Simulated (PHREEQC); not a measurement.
A solution holds 0.013 mol/kgw NaH2PO4, 0.048 mol/kgw NaF and 0.00098 mol/kgw KCl, at 25 °C. Closed to the air; pH follows from the charge balance.

Equilibrium calculation in PHREEQC: ion-association model, phreeqc.dat.

| quantity | before | after |
|---|---|---|
| pH | 5.32 | 4.93 |
| ionic strength (mol/kgw) | 0.0612 | 0.0189 |
| NaF (mol/kgw) | 0.00103 | 3.64e-5 |
| HF (mol/kgw) | 0.000263 | 7.08e-5 |
| SI of Halite (NaCl) | -5.99 | -6.45 |
| SI of Sylvite (KCl) | -7.11 | -7.04 |

Task: What was changed between the two runs?
A) NaF from 0.048 to 0.0048 mol/kgw
B) KCl from 0.00098 to 9.8e-05 mol/kgw
C) NaH2PO4 left out
D) NaH2PO4 replaced by Na3PO4 at the same molality
E) NaF from 0.048 to 0.0432 mol/kgw

Result: A, NaF from 0.048 to 0.0048 mol/kgw

Precipitation was switched off in this run.
